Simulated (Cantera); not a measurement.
A perfectly stirred reactor is fed with CO : H2 : CH4 : O2 : N2 = 1 : 0.096 : 0.88 : 1.65 : 6.2 (molar parts), at 1.10 bar; it is adiabatic with a 400 K inlet, and is followed from long to short residence time, starting on the burning branch (τ in s: 0.084, 0.038, 0.017, 0.0075, 0.0034, 0.0015, 0.00068, 0.0003, 0.00014, 6.1e-05).

Model: GRI-Mech 3.0 (53 species, 325 reactions), integrated in Cantera.

Q: What does this change do: CH4 0.88 to 1.3 parts?

A: 
| quantity | before | after |
|---|---|---|
| blow-out, bracketed by the residence times tried | burning at 0.140 ms, out at 61.0 µs | burning at 3.40 ms, out at 1.50 ms |
| x(CO) at τ = 84.0 ms | 0.0993 | 0.141 |
| x(H2) at τ = 84.0 ms | 0.0330 | 0.0886 |
| x(CH4) at τ = 84.0 ms | 1.25e-5 | 0.00547 |
| x(CH2CO) at τ = 84.0 ms | 3.14e-8 | 2.20e-5 |
| x(NO) at τ = 84.0 ms | 0.000255 | 4.49e-6 |
| x(CO) at τ = 1.50 ms | 0.100 | 0.0976 |
| x(H2) at τ = 1.50 ms | 0.0336 | 0.00937 |
| x(CH4) at τ = 1.50 ms | 8.71e-5 | 0.127 |
| x(CH2CO) at τ = 1.50 ms | 1.35e-7 | <1e-12 |
| x(NO) at τ = 1.50 ms | 0.000241 | <1e-12 |
